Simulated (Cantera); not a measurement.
A closed system holds: 1 mol Si3N4, 0.066 mol O2, 67 mol N2, at 1727 °C and 1.00 Torr.

Method: chemical equilibrium by Gibbs-energy minimisation in Cantera with the NASA 1993 tables (ideal gas, pure condensed phases). The tables' values for SiN are old estimates; treat these amounts as uncertain. Equilibrium is a limit: real reactors are often held back by kinetics, nucleation or transport.

| species | before | after |
|---|---|---|
| N2 | 0.964 | 0.995 |
| Si | 0.0327 | 0.00332 |
| SiO | 0.00185 | 0.00190 |
| Si2N | 0.000400 | 7.85e-5 |
| Si2 | 0.000339 | 2.15e-5 |
| Si3 | 7.26e-5 | 5.05e-6 |
| SiN | 0.000305 | 5.01e-5 |
| Si(l), mol | 0.389 | 2.62 |
Gas species are given as mole fractions.

### Question
Name the change that produced these shifts.
A) pressure from 1.00 Torr to 100 Torr
B) temperature from 1727 °C to 1127 °C
C) temperature from 1727 °C to 1550 °C
D) temperature from 1727 °C to 752 °C

### Answer
C, temperature from 1727 °C to 1550 °C
